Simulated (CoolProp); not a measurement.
Properties of R1123 along the isobar 291 kPa (Tc = 331.7 K, pc = 4549 kPa, ω = 0.243).

The numbers come from the reference Helmholtz-energy equation of state, Akasaka 2020 in CoolProp.

| T (K) | phase | density (kg/m³) |
|---|---|---|
| 272.6 | gas | … |
| 288.6 | gas | … |
| 304.5 | gas | … |
| 320.5 | gas | … |
| 336.4 | gas | 8.722 |
| 352.4 | gas | 8.299 |
| 368.3 | gas | 7.919 |
| 384.3 | gas | 7.572 |
| 400.2 | gas | 7.258 |
| 416.2 | gas | 6.967 |
| 432.1 | gas | 6.702 |
| 448.1 | gas | 6.455 |
| 464 | gas | 6.227 |
| 480 | gas | 6.014 |

Question: What belongs in the gaps?

Answer: 
- 272.6, density (kg/m³): 11.02
- 288.6, density (kg/m³): 10.33
- 304.5, density (kg/m³): 9.724
- 320.5, density (kg/m³): 9.192
